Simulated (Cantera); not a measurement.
Cantera run:

```python
import numpy as np
import cantera as ct

gas_names = """
    CL CL2 H HCL H2 Si SiCL SiCL2 SiCL3 SiCL4 SiH SiHCL3 SiH2 SiH2CL2 SiH3 SiH3CL SiH4 Si2 Si3
""".split()
cond_names = """
    Si(cr) Si(L)
""".split()


# ... load() reads the species with a 1 bar reference pressure and builds the phases ...
atoms = {
    'SiHCl3': {'Si': 1, 'H': 1, 'CL': 3},
    'Cl2': {'CL': 2},
    'H2': {'H': 2},
}
top_T = {}  # K; cautious upper limits of use, not melting points


# ... equilibrate(T, P, feed) seeds the gas with the atoms and calls Mixture.equilibrate('TP', solver="vcs", rtol=1e-11, max_steps=5000) ...
results = []
T = 873  # K
P = 1333.22  # Pa
for m in [71, 88, 110, 140, 170, 210, 260, 320, 400, 500]:
    feed = {'SiHCl3': 1, 'Cl2': 0.2, 'H2': m}  # mol
    mix = equilibrate(T, P, feed)
    results.append((T, P, feed, dict(zip(mix.species_names, mix.species_moles))))

top = {s: max(r[3][s] / sum(r[3][g] for g in gas_names) for r in results) for s in gas_names}
cols = sorted((s for s in top if top[s] > 0.001), key=lambda s: -top[s])[:9]
seen = [c for c in cond_names if any(r[3].get(c, 0) > 1e-12 for r in results)]
print("log10 of partial pressures in bar; condensed amounts in mol")
print(f"{'n(H2)':>10s}" + "".join(f"{s[:9]:>10s}" for s in cols + seen))
for T, P, feed, n in results:
    ng = sum(n[g] for g in gas_names)
    print(f"{feed['H2']:10.4g}" + "".join(f"{np.log10(max(n[s] / ng * P / 1e5, 1e-99)):10.3f}" for s in cols)
          + "".join(f"{n.get(c, 0):10.4g}" for c in seen))
```

Output:

```
log10 of partial pressures in bar; condensed amounts in mol
     n(H2)        H2     SiCL4       HCL    SiHCL3    Si(cr)
        71    -1.882    -3.975    -4.140    -4.387     0.186
        88    -1.881    -4.083    -4.166    -4.467       0.2
       110    -1.880    -4.197    -4.194    -4.553    0.2173
       140    -1.879    -4.325    -4.226    -4.648    0.2396
       170    -1.879    -4.431    -4.252    -4.727    0.2607
       210    -1.878    -4.549    -4.281    -4.815    0.2873
       260    -1.878    -4.673    -4.312    -4.908    0.3183
       320    -1.877    -4.799    -4.343    -5.002    0.3528
       400    -1.877    -4.941    -4.379    -5.109     0.395
       500    -1.877    -5.091    -4.416    -5.221    0.4427
```

Equilibrium computed with Cantera from the NASA thermochemical tables; the gas is ideal and each condensed phase is pure. The tables' values for SiCl3 are old estimates; treat these amounts as uncertain.
